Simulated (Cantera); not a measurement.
**Hydrocarbon pyrolysis for carbon deposition**

A perfectly stirred reactor is fed with 1.61 % C2H6, 98.4 % N2, at 3400 Pa; it is held at 1323 K, and followed from long to short residence time.

Detailed kinetics in Cantera: GRI-Mech 3.0 (53 species, 325 reactions). GRI-Mech 3.0 stops at C3 and has no aromatics, soot or wall deposition, so with more carbon than oxygen in the feed, carbon stays in small species such as C2H2 where larger ones or solid carbon would form. Radical loss at walls, strong at low pressure, is not modelled.

```csv
τ (s),x C2H6,x C2H4,x CH2,x C2H2,x HCN,x CH3,x H
1.5,0.000281,0.00148,2.86e-8,0.0122,7.64e-8,6.01e-5,2.04e-5
0.56,0.000641,0.00284,5.15e-8,0.0104,6.34e-8,9.04e-5,2.33e-5
0.21,0.00149,0.00488,9.10e-8,0.00753,5.25e-8,0.000138,2.52e-5
0.081,0.00336,0.00669,1.49e-7,0.00419,4.24e-8,0.000208,2.49e-5
0.031,0.00694,0.00644,2.03e-7,0.00148,3.11e-8,0.000294,2.19e-5
0.012,0.0113,0.00389,2.11e-7,0.000303,2.07e-8,0.000338,1.76e-5
0.0046,0.0143,0.00148,1.52e-7,3.37e-5,1.10e-8,0.000288,1.28e-5
0.0017,0.0157,0.000330,5.70e-8,1.49e-6,2.60e-9,0.000164,6.85e-6
0.00067,0.0160,4.22e-5,9.97e-9,2.55e-8,1.00e-10,7.51e-5,2.14e-6
0.00025,0.0161,2.67e-6,8.11e-10,1.48e-10,<1e-12,3.02e-5,3.38e-7
```
x: mole fraction; the columns are a selection and need not sum to one.
